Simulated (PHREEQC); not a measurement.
Solution (25 °C): 0.033 mol/kgw Cd(NO3)2. Closed to the air; pH follows from the charge balance.

The numbers come from PHREEQC with the ion-association model, wateq4f.dat.

This is a speciation only: nothing precipitates in the calculation.

**Question.** Estimate the pH.

**Answer.** pH 5.92.

**Question.** In which forms is N present?

**Answer.** NO3- 97 %, CdNO3+ 2.8 % of the N.
